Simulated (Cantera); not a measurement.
Equilibrium for oxide etching and cleaning by halides: CuO + F₂ + O₂

Input: 1 mol CuO, 1.2 mol F₂, 13 mol O₂, at 798 K and 7.50 Torr.

These are equilibrium values from Cantera (NASA tables, ideal gas, pure condensed phases), not measurements of a reactor. Candidate condensed phases: Cu, CuF₂, CuO, Cu₂O; 13 gas species. Equilibrium is a limit: real reactors are often held back by kinetics, nucleation or transport.

The x(O₂) is 0.981 and the x(F₂) is 0.0104. The x(F) is 0.00823 and the x(FO₂) is 5.20e-6. The n(CuF₂(s)) is 1.000 mol and the gas amount comes out as 13.76 mol. The log10 activity of Cu(s) (absent) is -23.29.
